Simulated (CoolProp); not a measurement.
Saturation properties of carbon dioxide (Tc = 31.0 °C, pc = 73.77 bar, ω = 0.224).

Computed with CoolProp (reference Helmholtz-energy equation of state, Span 1996).

```csv
T (°C),p (bar),liquid density (kg/m³),vapour density (kg/m³),enthalpy of vaporisation (kJ/kg)
-37.25,?,1106,28.83,317.4
-34.75,12.13,1095,31.49,312.7
-32.25,13.23,1085,34.35,307.9
-29.75,14.40,1075,37.41,303.0
-27.35,15.59,1064,40.57,298.1
-24.85,16.91,1054,44.10,292.9
-22.35,18.31,1042,47.89,287.6
-19.85,19.79,1031,51.95,282.1
-17.35,21.35,1019,56.32,276.4
-14.85,23.01,1007,61.02,270.6
-12.35,24.76,994.9,66.08,264.5
-9.85,26.60,982.2,71.52,?
-7.45,28.46,969.5,77.16,252.0
-4.95,30.50,955.9,83.49,245.2
-2.45,?,941.8,90.35,238.1
```

Problem. Some entries are withheld; supply them.

Solution. 
- -37.25, p (bar): 11.10
- -9.85, enthalpy of vaporisation (kJ/kg): 258.2
- -2.45, p (bar): 32.64
